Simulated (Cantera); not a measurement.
An isothermal plug-flow reactor at 900 K and 0.260 bar (inlet), inlet velocity 3.9 m/s, active area per volume 1300 1/m; feed CH4 : O2 : N2 : H2O = 0.0029 : 0.01 : 0.79 : 0.057 (molar parts).

Model: Deutschmann's 1995 Pt surface mechanism with GRI-Mech 3.0 gas chemistry, integrated in Cantera. Catalytic surfaces can have several steady states; this one follows from the mechanism file's or the stated starting coverage. Mass transfer to the wall is taken as infinitely fast.

Task: What does this change do: pressure from 0.260 bar to 0.120 bar?

Result: 
```json
[
 {"quantity": "x(CH4) at z = 0.032 m", "before": "0.000701", "after": "0.000341"},
 {"quantity": "x(O2) at z = 0.032 m", "before": "0.00629", "after": "0.00557"},
 {"quantity": "x(H2O) at z = 0.032 m", "before": "0.0716", "after": "0.0723"},
 {"quantity": "x(CO2) at z = 0.032 m", "before": "0.00267", "after": "0.00303"},
 {"quantity": "x(CO) at z = 0.032 m", "before": "3.45e-7", "after": "1.90e-7"},
 {"quantity": "θ(free Pt) at the exit", "before": "0.293", "after": "0.345"},
 {"quantity": "θ(O*) at the exit", "before": "0.703", "after": "0.652"},
 {"quantity": "θ(OH*) at the exit", "before": "0.00411", "after": "0.00293"}
]
```

Task: What does this change do: pressure from 0.260 bar to 0.560 bar?

Result: 
| quantity | before | after |
|---|---|---|
| x(CH4) at z = 0.032 m | 0.000701 | 0.00120 |
| x(O2) at z = 0.032 m | 0.00629 | 0.00730 |
| x(H2O) at z = 0.032 m | 0.0716 | 0.0706 |
| x(CO2) at z = 0.032 m | 0.00267 | 0.00217 |
| x(CO) at z = 0.032 m | 3.45e-7 | 5.24e-7 |
| θ(free Pt) at the exit | 0.293 | 0.243 |
| θ(O*) at the exit | 0.703 | 0.751 |
| θ(OH*) at the exit | 0.00411 | 0.00564 |

Task: What does this change do: area per volume 1300 to 760 1/m?

Result: 
```json
[
 {"quantity": "x(CH4) at z = 0.032 m", "before": "0.000701", "after": "0.00141"},
 {"quantity": "x(O2) at z = 0.032 m", "before": "0.00629", "after": "0.00770"},
 {"quantity": "x(H2O) at z = 0.032 m", "before": "0.0716", "after": "0.0702"},
 {"quantity": "x(CO2) at z = 0.032 m", "before": "0.00267", "after": "0.00196"},
 {"quantity": "x(CO) at z = 0.032 m", "before": "3.45e-7", "after": "6.78e-7"},
 {"quantity": "θ(free Pt) at the exit", "before": "0.293", "after": "0.284"},
 {"quantity": "θ(O*) at the exit", "before": "0.703", "after": "0.712"},
 {"quantity": "θ(OH*) at the exit", "before": "0.00411", "after": "0.00403"}
]
```
